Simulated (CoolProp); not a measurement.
C2F6 (R116) along the isobar 0.708 MPa: fugacity coefficient from the reference equation and from simpler models built on Tc = 293.0 K, pc = 3.048 MPa, ω = 0.257; each cubic takes its own stable root.

The numbers come from the reference Helmholtz-energy equation of state, Lemmon 2006 in CoolProp. It is a short technical equation, of lower accuracy than the large ones.

```tsv
T (K)	phase	reference
217.1	liquid	0.3814
230.4	liquid	0.6148
243.7	gas	0.8570
257	gas	0.8806
270.2	gas	0.8992
283.5	gas	0.9143
296.8	gas	0.9267
310.1	gas	0.9370
323.4	gas	0.9455
336.6	gas	0.9528
349.9	gas	0.9589
363.2	gas	0.9642
376.5	gas	0.9688
389.8	gas	0.9728
```

### Question
How far does each simpler model (van der Waals, Redlich-Kwong, Soave-Redlich-Kwong) lie from the reference over these 14 states: mean and median of the absolute difference, and the worst?

### Answer
- van der Waals: mean 13.0 %, median 0.7 %, worst +125.6 % at 217.1 K and 0.708 MPa
- Redlich-Kwong: mean 5.6 %, median 0.5 %, worst +41.8 % at 217.1 K and 0.708 MPa
- Soave-Redlich-Kwong: mean 0.2 %, median 0.1 %, worst +1.2 % at 230.4 K and 0.708 MPa

At some of these states van der Waals gives the other phase, because its saturation line lies elsewhere.
